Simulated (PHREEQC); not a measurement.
Solution (60 °C): 0.0032 mol/kgw (CH3)4NF, 4.7e-05 mol/kgw CO2, 0.67 mol/kgw H2SO4 and 0.0073 mol/kgw H2SeO4. Closed to the air; pH follows from the charge balance.

Computed with PHREEQC (ion-association model, wateq4f.dat).

| quantity | before | after |
|---|---|---|
| pH | 0.29 | 0.26 |
| ionic strength (mol/kgw) | 0.721 | 0.784 |
| HSO4- (mol/kgw) | 0.648 | 0.618 |
| SO4-2 (mol/kgw) | 0.0215 | 0.0524 |
| H2F2 (mol/kgw) | 8.13e-6 | 4.28e-5 |
| F- (mol/kgw) | 4.24e-6 | 8.98e-6 |

Question: Which change was made?
(A) temperature from 60 to 15 °C
(B) CO2 from 4.7e-05 to 4.7e-06 mol/kgw
(C) diluted 10-fold with water
(D) temperature from 60 to 45 °C
(E) H2SeO4 from 0.0073 to 0.00365 mol/kgw

Answer: A, temperature from 60 to 15 °C

This is a speciation only: nothing precipitates in the calculation. The ionic strength passes 0.7 mol/kgw, the rough limit of the ion-association models, in every such run. (CH3)4N+ isn't in the database: it is added as a free cation with an ion size of 4 Å. Away from 25 °C the constants follow the database's enthalpies or fits; those with neither stay at their 25 °C values.
